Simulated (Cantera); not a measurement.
What does this Cantera script print?

```python
import numpy as np
import cantera as ct

gas_names = """
    B BF BF2 BF3 BN B2 F F2 N NF NF2 NF3 N2
""".split()
cond_names = """
    B(b) B(L) BN(s)
""".split()


def load(file, names, dense=False):
    # The tables refer to 1 bar. Condensed volumes are neglected.
    table = {s.name: s for s in ct.Species.list_from_file(file)}
    out = []
    for n in names:
        d = dict(table[n].input_data)
        d["thermo"] = dict(d["thermo"], **{"reference-pressure": 1e5})
        if dense:
            d["equation-of-state"] = {"model": "constant-volume", "density": "1e6 g/cm^3"}
        out.append(ct.Species.from_dict(d))
    return out


gas = ct.Solution(thermo="ideal-gas", species=load("nasa_gas.yaml", gas_names))
cond = {s.name: ct.Solution(thermo="fixed-stoichiometry", species=[s], name=s.name)
        for s in load("nasa_condensed.yaml", cond_names, dense=True)}
atoms = {
    'BN': {'B': 1, 'N': 1},
    'F2': {'F': 2},
}
top_T = {'BN(s)': 3200}  # K; cautious upper limits of use, not melting points


def equilibrate(T, P, feed):
    n = {}
    for name, mol in feed.items():
        for a, k in atoms[name].items():
            n[a] = n.get(a, 0.0) + k * mol
    gas.TPX = T, P, n
    mass = sum(n.values()) * gas.mean_molecular_weight
    gas.equilibrate("TP")
    valid = [c for c in cond.values() if c.min_temp <= T <= top_T.get(c.name, c.max_temp)]
    mix = ct.Mixture([(gas, mass / gas.mean_molecular_weight)] + [(c, 0.0) for c in valid])
    mix.T, mix.P = T, P
    mix.equilibrate("TP", solver="vcs", rtol=1e-11, max_steps=5000)
    return mix


results = []
feed = {'BN': 1, 'F2': 16}  # mol
T = 1675  # K
P = 4.1  # Pa
mix = equilibrate(T, P, feed)
results.append((T, P, feed, dict(zip(mix.species_names, mix.species_moles))))
x = sorted(zip(gas.X, gas.species_names), reverse=True)
print(f"T = {T:g} K  P = {P:g} Pa  gas = {mix.phase_moles(0):.4g} mol")
print("   x: " + "  ".join(f"{s} {v:.3e}" for v, s in x if v > 1e-06))
print("   condensed (mol): " + ("  ".join(f"{mix.phase(i).name} {mix.phase_moles(i):.4g}"
      for i in range(1, mix.n_phases) if mix.phase_moles(i) > 1e-12) or "none"))
```

Output:

```
T = 1675 K  P = 4.1 Pa  gas = 30.5 mol
   x: F 9.508e-01  BF3 3.279e-02  N2 1.639e-02  F2 1.228e-06
   condensed (mol): none
```

Equilibrium computed with Cantera from the NASA thermochemical tables; the gas is ideal and each condensed phase is pure.
